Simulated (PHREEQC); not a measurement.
Make-up at 25 °C: 0.0011 mol/kgw Fe2(SO4)3. Closed to the air; pH follows from the charge balance.

All values are PHREEQC results (ion-association model, phreeqc.dat), not measurements.

Precipitation was switched off in this run.

Task: Predict the pH, ionic strength.

Result: pH 3.04; ionic strength 0.00740 mol/kgw.

Task: In which forms is Fe present?

Result: FeSO4+ 50 %, FeOH+2 31 %, Fe(OH)2+ 8.6 %, Fe+3 6.2 %, Fe2(OH)2+4 2.3 %, Fe(SO4)2- 1.5 % of the Fe.

Examples of supersaturated solids here: Fe(OH)3(a), Hematite (slow to form). Others may be too.
